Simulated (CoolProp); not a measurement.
A Linde-Hampson liquefier for ethane: isothermal reversible compression at 320 K from 1 atm to 40 MPa, throttling to 1 atm, return gas leaving the recuperator 5 K below the feed. Each further row changes one setting.

The numbers come from the reference Helmholtz-energy equation of state, Bücker 2006 in CoolProp.

```tsv
case	liquid yield per pass	compression work (kJ/kg of gas)
as stated	0.454	414
high pressure 80 MPa	___	___
warm-end temperature 350 K	___	___
warm-end gap 10 K	___	414
```

### Question
What belongs in the gaps?

### Answer

- high pressure 80 MPa, liquid yield per pass: 0.402
- high pressure 80 MPa, compression work (kJ/kg of gas): 499
- warm-end temperature 350 K, liquid yield per pass: 0.384
- warm-end temperature 350 K, compression work (kJ/kg of gas): 482
- warm-end gap 10 K, liquid yield per pass: 0.446
